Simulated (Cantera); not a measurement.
Feed: 1 mol Si3H8, 2.1 mol HCl, 10 mol N2, equilibrated at 1798 K and 51.0 Torr.

Equilibrium computed with Cantera from the NASA thermochemical tables; the gas is ideal and each condensed phase is pure. The feed counts by its element totals alone. The tables' values for SiCl3, SiCl are old estimates; treat these amounts as uncertain. Equilibrium is a limit: real reactors are often held back by kinetics, nucleation or transport.

| species | before | after |
|---|---|---|
| N2 | 0.576 | 0.653 |
| H2 | 0.307 | 0.327 |
| HCl | 0.0877 | 0.0182 |
| SiCl2 | 0.0281 | 0.00105 |
| SiCl4 | 2.01e-5 | 3.05e-8 |
| SiCl3 | 0.000591 | 4.44e-6 |
| SiHCl3 | 1.76e-5 | 1.36e-7 |
| SiCl | 5.94e-5 | 1.10e-5 |
| Cl | 0.000164 | 3.30e-5 |
| Si | 1.64e-5 | 1.51e-5 |
| Si3N4(s), mol | 0.862 | 0.996 |
Gas species are given as mole fractions.

### Question
What was changed between the two runs?
(A) temperature from 1798 K to 1675 K
(B) temperature from 1798 K to 1148.15 K
(C) HCl from 2.1 to 0.25 mol
(D) temperature from 1798 K to 1200 K

### Answer
C, HCl from 2.1 to 0.25 mol. The tables' values for SiCl are old estimates; treat these amounts as uncertain
